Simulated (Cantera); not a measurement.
A Cantera script and what it prints.

```python
import numpy as np
import cantera as ct

gas_names = [...]  # 92 gases of nasa_gas.yaml made of C, H, N
cond_names = """
    C(gr) C6H6(L) C7H8(L) C8H18(L),n-octa
""".split()


# ... load() reads the species with a 1 bar reference pressure and builds the phases ...
atoms = {
    'C2H4': {'C': 2, 'H': 4},
    'NH3': {'N': 1, 'H': 3},
    'N2': {'N': 2},
}
top_T = {'C(gr)': 4500}  # K; cautious upper limits of use, not melting points


# ... equilibrate(T, P, feed) seeds the gas with the atoms and calls Mixture.equilibrate('TP', solver="vcs", rtol=1e-11, max_steps=5000) ...
results = []
feed = {'C2H4': 1, 'NH3': 0.58, 'N2': 12}  # mol
T = 650  # K
P = 10000  # Pa
mix = equilibrate(T, P, feed)
results.append((T, P, feed, dict(zip(mix.species_names, mix.species_moles))))
print(gas.report(threshold=0.0001))
for i in range(1, mix.n_phases):
    print(f"{mix.phase(i).name:16s} {mix.phase_moles(i):12.5e} mol")
```

Result:

```
       temperature   650 K
          pressure   10000 Pa
           density   0.045191 kg/m^3
  mean mol. weight   24.423 kg/kmol
   phase of matter   gas

                          1 kg             1 kmol
                     ---------------   ---------------
          enthalpy        3.1831e+05        7.7741e+06  J
   internal energy             97028        2.3697e+06  J
           entropy            9456.7        2.3096e+05  J/K
    Gibbs function       -5.8286e+06       -1.4235e+08  J
 heat capacity c_p            1278.3             31220  J/K
 heat capacity c_v            937.85             22905  J/K

                      mass frac. Y      mole frac. X     chem. pot. / RT
                     ---------------   ---------------   ---------------
               CH4          0.024875          0.037868           -42.964
                H2         0.0099592           0.12065            -20.97
                N2           0.96512           0.84141            -26.36
     [  +89 minor]        5.0223e-05        7.2006e-05

C(gr)             1.44691e+00 mol
```

Method: chemical equilibrium by Gibbs-energy minimisation in Cantera with the NASA 1993 tables (ideal gas, pure condensed phases).
